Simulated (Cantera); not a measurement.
Feed: 1 mol H2S, 3.8 mol H2O, 0.36 mol N2, at 10.0 Torr.

These are equilibrium values from Cantera (NASA tables, ideal gas, pure condensed phases), not measurements of a reactor. Candidate condensed phases: H2O, H2SO4, S; 35 gas species. Equilibrium is a limit: real reactors are often held back by kinetics, nucleation or transport.

x: gas mole fraction; nothing condenses.

| T (K) | x H2O | x H2 | x SO2 | x N2 | x S2 | x H2S | x SO |
|---|---|---|---|---|---|---|---|
| 1373 | 0.636 | 0.182 | 0.0198 | 0.0641 | 0.0597 | 0.0365 | 0.000716 |
| 1423 | 0.622 | 0.197 | 0.0247 | 0.0637 | 0.0597 | 0.0299 | 0.00116 |
| 1473 | 0.607 | 0.212 | 0.0299 | 0.0634 | 0.0587 | 0.0247 | 0.00180 |
| 1523 | 0.591 | 0.228 | 0.0354 | 0.0630 | 0.0569 | 0.0204 | 0.00269 |
| 1573 | 0.575 | 0.242 | 0.0410 | 0.0627 | 0.0545 | 0.0169 | 0.00389 |
| 1623 | 0.559 | 0.257 | ? | 0.0624 | 0.0515 | ? | ? |
| 1673 | 0.543 | 0.271 | 0.0522 | 0.0621 | 0.0482 | 0.0118 | 0.00739 |
| 1723 | 0.527 | 0.284 | 0.0574 | 0.0617 | 0.0445 | 0.00982 | 0.00979 |
| 1773 | 0.511 | 0.297 | 0.0622 | 0.0614 | 0.0406 | 0.00820 | 0.0126 |
| 1823 | 0.495 | 0.309 | 0.0666 | 0.0611 | ? | ? | ? |
| 1873 | 0.480 | 0.320 | 0.0705 | 0.0607 | 0.0324 | 0.00568 | 0.0197 |
| 1923 | 0.465 | 0.330 | 0.0737 | 0.0604 | 0.0282 | 0.00470 | 0.0238 |

### Question
Some entries are withheld; supply them.

### Answer

- 1623, x SO2: 0.0467
- 1623, x H2S: 0.0141
- 1623, x SO: 0.00544
- 1823, x S2: 0.0366
- 1823, x H2S: 0.00684
- 1823, x SO: 0.0160
